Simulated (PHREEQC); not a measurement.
Dissolve 2.3 mol MgSO4, 0.11 mol NaHCO3 and 0.73 mol KBr per kg of water at 25 °C and 100 atm. Closed to the air; pH follows from the charge balance.

All values are PHREEQC results (Pitzer model, pitzer.dat), not measurements.

Each row changes one thing in this solution. Precipitation was switched off in this run.

```json
[
 {"case": "as made", "pH": "6.37", "ionic strength (mol/kgw)": "10.0", "MgOH+ (mol/kgw)": "7.88e-6", "HSO4- (mol/kgw)": "7.38e-7", "SI of Epsomite (MgSO4:7H2O)": "-0.23", "SI of Kieserite (MgSO4:H2O)": "-1.56"},
 {"case": "KBr left out", "pH": "6.40", "ionic strength (mol/kgw)": "9.31", "MgOH+ (mol/kgw)": "5.29e-6", "HSO4- (mol/kgw)": "6.98e-7", "SI of Epsomite (MgSO4:7H2O)": "-0.25", "SI of Kieserite (MgSO4:H2O)": "-1.69"},
 {"case": "NaHCO3 from 0.11 to 0.22 mol/kgw", "pH": "6.37", "ionic strength (mol/kgw)": "10.1", "MgOH+ (mol/kgw)": "7.96e-6", "HSO4- (mol/kgw)": "7.09e-7", "SI of Epsomite (MgSO4:7H2O)": "-0.25", "SI of Kieserite (MgSO4:H2O)": "-1.57"},
 {"case": "NaHCO3 replaced by NaCl at the same molality", "pH": "5.88", "ionic strength (mol/kgw)": "10.0", "MgOH+ (mol/kgw)": "2.70e-6", "HSO4- (mol/kgw)": "2.34e-6", "SI of Epsomite (MgSO4:7H2O)": "-0.20", "SI of Kieserite (MgSO4:H2O)": "-1.52"},
 {"case": "diluted 5-fold with water", "pH": "7.23", "ionic strength (mol/kgw)": "2.01", "MgOH+ (mol/kgw)": "3.57e-6", "HSO4- (mol/kgw)": "(withheld)", "SI of Epsomite (MgSO4:7H2O)": "-1.09", "SI of Kieserite (MgSO4:H2O)": "-2.66"},
 {"case": "diluted 2-fold with water", "pH": "6.86", "ionic strength (mol/kgw)": "5.02", "MgOH+ (mol/kgw)": "5.17e-6", "HSO4- (mol/kgw)": "(withheld)", "SI of Epsomite (MgSO4:7H2O)": "-0.68", "SI of Kieserite (MgSO4:H2O)": "-2.18"},
 {"case": "KBr replaced by KHSO4 at the same molality", "pH": "0.56", "ionic strength (mol/kgw)": "10.4", "MgOH+ (mol/kgw)": "1.16e-11", "HSO4- (mol/kgw)": "0.517", "SI of Epsomite (MgSO4:7H2O)": "-0.21", "SI of Kieserite (MgSO4:H2O)": "-1.55"}
]
```

Some entries are withheld; supply them.


- diluted 5-fold with water, HSO4- (mol/kgw): 1.75e-7
- diluted 2-fold with water, HSO4- (mol/kgw): 3.74e-7

Some of these states are supersaturated (in Magnesite (slow to form), for instance). In brines, pH and single-ion activities rest on the MacInnes convention. Under pressure, the constants of complexes without a molar volume in the database are unreliable.
